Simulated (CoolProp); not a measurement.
Vapour-liquid equilibrium of R13 (1) + isobutane (2) at -66.55 °C; x and y are mole fractions of (1).

Values from CoolProp's multi-fluid Helmholtz-energy mixture model, Platzer 1990 and Bücker 2006; pair parameters Bell 2016. This equation is an older, rougher fit; its heat capacities, sound speeds and derivatives of the liquid may be far off and weren't checked against measurements.

```json
[
 {"x": "0.05", "bubble pressure, mixture model (MPa)": "0.02717", "bubble pressure, Raoult's law (MPa)": "0.01627", "y, mixture model": "0.785", "y, Raoult's law": "0.647"},
 {"x": "0.125", "bubble pressure, mixture model (MPa)": "0.05410", "bubble pressure, Raoult's law (MPa)": "0.03160", "y, mixture model": "0.898", "y, Raoult's law": "0.832"},
 {"x": "0.2", "bubble pressure, mixture model (MPa)": "0.07617", "bubble pressure, Raoult's law (MPa)": "0.04692", "y, mixture model": "0.931", "y, Raoult's law": "0.897"},
 {"x": "0.275", "bubble pressure, mixture model (MPa)": "0.09432", "bubble pressure, Raoult's law (MPa)": "0.06225", "y, mixture model": "0.948", "y, Raoult's law": "0.929"},
 {"x": "0.35", "bubble pressure, mixture model (MPa)": "0.1094", "bubble pressure, Raoult's law (MPa)": "0.07758", "y, mixture model": "0.957", "y, Raoult's law": "0.949"},
 {"x": "0.425", "bubble pressure, mixture model (MPa)": "0.1223", "bubble pressure, Raoult's law (MPa)": "0.09290", "y, mixture model": "0.964", "y, Raoult's law": "0.963"},
 {"x": "0.5", "bubble pressure, mixture model (MPa)": "0.1337", "bubble pressure, Raoult's law (MPa)": "0.1082", "y, mixture model": "0.969", "y, Raoult's law": "0.972"},
 {"x": "0.575", "bubble pressure, mixture model (MPa)": "0.1441", "bubble pressure, Raoult's law (MPa)": "0.1236", "y, mixture model": "0.974", "y, Raoult's law": "0.979"},
 {"x": "0.65", "bubble pressure, mixture model (MPa)": "0.1542", "bubble pressure, Raoult's law (MPa)": "0.1389", "y, mixture model": "0.978", "y, Raoult's law": "0.985"},
 {"x": "0.725", "bubble pressure, mixture model (MPa)": "0.1644", "bubble pressure, Raoult's law (MPa)": "0.1542", "y, mixture model": "0.982", "y, Raoult's law": "0.989"},
 {"x": "0.8", "bubble pressure, mixture model (MPa)": "0.1752", "bubble pressure, Raoult's law (MPa)": "0.1695", "y, mixture model": "0.986", "y, Raoult's law": "0.993"},
 {"x": "0.875", "bubble pressure, mixture model (MPa)": "0.1871", "bubble pressure, Raoult's law (MPa)": "0.1849", "y, mixture model": "0.991", "y, Raoult's law": "0.996"},
 {"x": "0.95", "bubble pressure, mixture model (MPa)": "0.2004", "bubble pressure, Raoult's law (MPa)": "0.2002", "y, mixture model": "0.996", "y, Raoult's law": "0.998"}
]
```

The largest gap from Raoult's law is +71.2 % in bubble pressure, at x = 0.125. No azeotrope shows between x = 0.05 and 0.95.

Pair parameters are fitted to limited data, so mixtures are less certain than the pure fluids. With so large a gap from Raoult's law the liquid may split in two, which this calculation doesn't test in full.
